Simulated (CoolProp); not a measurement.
A single-stage vapour-compression cycle with dimethyl ether: evaporating at 301.15 K (dew point), condensing at 356.15 K (bubble point), superheat 8 K, subcooling 8 K, compressor efficiency 0.75, no pressure losses. Each further row changes one setting.

The numbers come from the reference Helmholtz-energy equation of state, Wu 2011 in CoolProp.

```json
[
 {"case": "as stated", "cooling COP": "3.24", "pressure ratio": "3.68", "discharge temperature (K)": "383.2", "refrigerating effect (kJ/kg)": "286", "volumetric capacity (kJ/m³)": "3720"},
 {"case": "evaporating temperature 306.15 K", "cooling COP": "3.70", "pressure ratio": "3.21", "discharge temperature (K)": "381.0", "refrigerating effect (kJ/kg)": "291", "volumetric capacity (kJ/m³)": "4330"},
 {"case": "condensing temperature 351.15 K", "cooling COP": "3.68", "pressure ratio": "3.33", "discharge temperature (K)": "377.0", "refrigerating effect (kJ/kg)": "300", "volumetric capacity (kJ/m³)": "3900"},
 {"case": "subcooling 13 K", "cooling COP": "3.40", "pressure ratio": "3.68", "discharge temperature (K)": "383.2", "refrigerating effect (kJ/kg)": "301", "volumetric capacity (kJ/m³)": "3900"},
 {"case": "superheat 18 K", "cooling COP": "3.26", "pressure ratio": "3.68", "discharge temperature (K)": "393.4", "refrigerating effect (kJ/kg)": "304", "volumetric capacity (kJ/m³)": "3760"},
 {"case": "compressor efficiency 0.65", "cooling COP": "2.80", "pressure ratio": "3.68", "discharge temperature (K)": "389.5", "refrigerating effect (kJ/kg)": "286", "volumetric capacity (kJ/m³)": "3720"}
]
```
